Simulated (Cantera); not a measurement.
**Thermodynamics of silicon epitaxy and polysilicon growth, feed Si₂Cl₆ + HCl + N₂**

A closed system holds: 1 mol Si₂Cl₆, 0.036 mol HCl, 290 mol N₂, at 1400 K and 1.00 bar.

These are equilibrium values from Cantera (NASA tables, ideal gas, pure condensed phases), not measurements of a reactor. Candidate condensed phases: NH₄Cl, Si, Si₃N₄; 28 gas species. The feed counts by its element totals alone. N₂ is the only nitrogen source here; it is nearly inert below about 1500 K, so the nitride shown seldom forms there in practice. The tables' values for SiCl₃ are old estimates; treat these amounts as uncertain. Kinetics and transport are ignored.

```yaml
x(N₂): 0.995
x(SiCl₄): 0.00469
x(SiCl₃): 0.000477
x(SiCl₂): 0.000206
x(HCl): 0.000123
x(Cl): 1.87e-6
n(Si₃N₄(s)): 0.145 mol
gas_amount: 291.3 mol
log10 activity of Si(s) (absent): -3.49
```
